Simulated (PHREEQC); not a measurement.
Dissolve 0.0028 mol ZnSO4, 0.0027 mol KCl and 0.003 mol FeSO4 per kg of water at 20 °C. Closed to the air; pH follows from the charge balance.

All values are PHREEQC results (ion-association model, wateq4f.dat), not measurements.

| quantity | before | after |
|---|---|---|
| pH | 5.98 | 5.98 |
| ionic strength (mol/kgw) | 0.0205 | 0.0162 |
| FeSO4 (mol/kgw) | 0.000591 | 0.000256 |
| FeOH+ (mol/kgw) | 3.36e-7 | 1.79e-7 |
| SI of Melanterite (FeSO4:7H2O) | -3.17 | -3.53 |

Q: What was changed between the two runs?
A) FeSO4 from 0.003 to 0.0027 mol/kgw
B) ZnSO4 replaced by CdSO4 at the same molality
C) FeSO4 from 0.003 to 0.0015 mol/kgw
D) ZnSO4 left out
E) diluted 2-fold with water

A: C, FeSO4 from 0.003 to 0.0015 mol/kgw

This is a speciation only: nothing precipitates in the calculation.
